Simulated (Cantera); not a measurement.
Cantera with NASA thermochemical tables; ideal gases at 1 bar, condensed phases pure. Values are per mole of reaction as written; species without (g) are pure solids or liquids, kept so even where they would boil at 1 bar.

3 C + 2 O3(g) → 3 CO2(g)

```json
[
 {"T (K)": "1448", "ΔH° (kJ)": "?", "ΔS° (J/K)": "?", "ΔG° (kJ)": "?", "log10 K": "?"},
 {"T (K)": "1473", "ΔH° (kJ)": "-1475.4", "ΔS° (J/K)": "134.6", "ΔG° (kJ)": "-1673.6", "log10 K": "59.35"},
 {"T (K)": "1498", "ΔH° (kJ)": "?", "ΔS° (J/K)": "?", "ΔG° (kJ)": "?", "log10 K": "?"},
 {"T (K)": "1523", "ΔH° (kJ)": "?", "ΔS° (J/K)": "?", "ΔG° (kJ)": "?", "log10 K": "?"},
 {"T (K)": "1548", "ΔH° (kJ)": "?", "ΔS° (J/K)": "?", "ΔG° (kJ)": "?", "log10 K": "?"}
]
```

Q: What belongs in the gaps?

A: 
- 1448, ΔH° (kJ): -1475.0
- 1448, ΔS° (J/K): 134.8
- 1448, ΔG° (kJ): -1670.3
- 1448, log10 K: 60.25
- 1498, ΔH° (kJ): -1475.7
- 1498, ΔS° (J/K): 134.4
- 1498, ΔG° (kJ): -1677.0
- 1498, log10 K: 58.47
- 1523, ΔH° (kJ): -1476.1
- 1523, ΔS° (J/K): 134.1
- 1523, ΔG° (kJ): -1680.3
- 1523, log10 K: 57.63
- 1548, ΔH° (kJ): -1476.5
- 1548, ΔS° (J/K): 133.9
- 1548, ΔG° (kJ): -1683.7
- 1548, log10 K: 56.81
